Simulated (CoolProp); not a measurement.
Normal hydrogen at 298.15 K and 0.779 MPa flows at 0.11 m/s in a round tube of 2 mm bore and 1.5 µm roughness, fully developed (64/Re and Nu = 3.66 if laminar; Colebrook and Gnielinski if turbulent). Each further row changes one setting.

Model: reference Helmholtz-energy equation of state, Leachman 2009, in CoolProp.

```tsv
case	Reynolds number	Darcy friction factor	pressure drop (Pa/m)	heat-transfer coefficient (W/(m² K))	mass flow (kg/h)
as stated	[?]	[?]	[?]	342	[?]
velocity 0.22 m/s	31.2	2.05	15.7	342	[?]
diameter 4 mm	31.2	2.05	[?]	[?]	0.00314
```

Q: Complete the blanks.

A: 
- as stated, Reynolds number: 15.6
- as stated, Darcy friction factor: 4.11
- as stated, pressure drop (Pa/m): 7.84
- as stated, mass flow (kg/h): 0.000785
- velocity 0.22 m/s, mass flow (kg/h): 0.00157
- diameter 4 mm, pressure drop (Pa/m): 1.96
- diameter 4 mm, heat-transfer coefficient (W/(m² K)): 171

Viscosity comes from a separate model (Muzny 2013). Thermal conductivity comes from a separate model (Assael 2011).
